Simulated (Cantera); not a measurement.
Input: 1 mol Si, 2.2 mol NF3, at 650 K and 22000 Pa.

Method: chemical equilibrium by Gibbs-energy minimisation in Cantera with the NASA 1993 tables (ideal gas, pure condensed phases). Equilibrium is a limit: real reactors are often held back by kinetics, nucleation or transport.

```tsv
species	before	after
SiF4	0.391	0.393
NF3	0.330	0.336
N2	0.265	0.264
F2	0.0132	0.00665
F	0.000120	4.47e-5
```
Gas species are given as mole fractions.

Task: What was changed between the two runs?
A) temperature from 650 K to 1248.15 K
B) pressure from 22000 Pa to 7400 Pa
C) NF3 from 2.2 to 0.81 mol
D) temperature from 650 K to 623.15 K

Result: D, temperature from 650 K to 623.15 K
